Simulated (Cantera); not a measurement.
What does this Cantera script print?

```python
import numpy as np
import cantera as ct

gas = ct.Solution("gri30.yaml", transport_model="mixture-averaged")
show = ['C2H2', 'OH', 'H2O']

rows = []
print(f"{'T/K':>7s}{'rho':>11s}{'cp':>10s}{'mu':>11s}{'lambda':>11s}{'Pr':>7s}" + "".join(f"{'D_' + s:>11s}" for s in show))
for T in [400, 600, 800, 1000, 1200, 1400, 1600, 1800]:
    gas.TPX = T, 360000, {'H2': 0.21}
    Pr = gas.cp_mass * gas.viscosity / gas.thermal_conductivity
    D = [gas.mix_diff_coeffs_mole[gas.species_index(s)] for s in show]
    rows.append([gas.density, gas.cp_mass, gas.viscosity, gas.thermal_conductivity, Pr, *D])
    print(f"{T:7g}{gas.density:11.4e}{gas.cp_mass:10.1f}{gas.viscosity:11.4e}"
          f"{gas.thermal_conductivity:11.4e}{Pr:7.3f}" + "".join(f"{d:11.4e}" for d in D))
print("SI units: kg/m3, J/kg/K, Pa s, W/m/K, m2/s")
```

Result:

```
    T/K        rho        cp         mu     lambda     Pr     D_C2H2       D_OH      D_H2O
    400 2.1822e-01   14522.5 1.0869e-05 2.2910e-01  0.689 2.8804e-05 4.9432e-05 4.0906e-05
    600 1.4548e-01   14511.2 1.4145e-05 2.9848e-01  0.688 5.7358e-05 9.7367e-05 8.4050e-05
    800 1.0911e-01   14690.4 1.7037e-05 3.6340e-01  0.689 9.2928e-05 1.5706e-04 1.3817e-04
   1000 8.7289e-02   14961.9 1.9676e-05 4.2830e-01  0.687 1.3482e-04 2.2738e-04 2.0204e-04
   1200 7.2741e-02   15377.0 2.2132e-05 4.9373e-01  0.689 1.8254e-04 3.0755e-04 2.7484e-04
   1400 6.2349e-02   15801.0 2.4446e-05 5.5944e-01  0.690 2.3576e-04 3.9696e-04 3.5597e-04
   1600 5.4556e-02   16218.9 2.6644e-05 6.2501e-01  0.691 2.9417e-04 4.9514e-04 4.4498e-04
   1800 4.8494e-02   16619.0 2.8747e-05 6.9008e-01  0.692 3.5756e-04 6.0169e-04 5.4152e-04
SI units: kg/m3, J/kg/K, Pa s, W/m/K, m2/s
```

Computed with Cantera and GRI-Mech 3.0 (53 species, 325 reactions).
